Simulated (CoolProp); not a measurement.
Vapour-liquid equilibrium of benzene (1) + toluene (2) at 0.528 MPa; x and y are mole fractions of (1).

The numbers come from the multi-fluid Helmholtz-energy mixture model, Thol 2012 and Lemmon 2006; pair parameters Bell 2016 in CoolProp.

| x | bubble temperature (K) | y at the bubble point | dew temperature at overall composition x (K) | liquid density (mol/L) |
|---|---|---|---|---|
| 0.05 | 451.9 | 0.086 | 452.9 | 7.687 |
| 0.2 | 445.4 | 0.313 | 448.7 | 7.944 |
| 0.35 | 439.3 | 0.499 | 444.2 | 8.205 |
| 0.5 | 433.8 | 0.653 | 439.3 | 8.472 |
| 0.65 | 428.7 | 0.780 | 433.9 | 8.745 |
| 0.8 | 424.0 | 0.885 | 427.9 | 9.027 |
| 0.95 | 419.8 | 0.974 | 420.9 | 9.317 |

No azeotrope shows between x = 0.05 and 0.95.

The pair parameters rest on a limited set of measurements; away from them the model extrapolates.
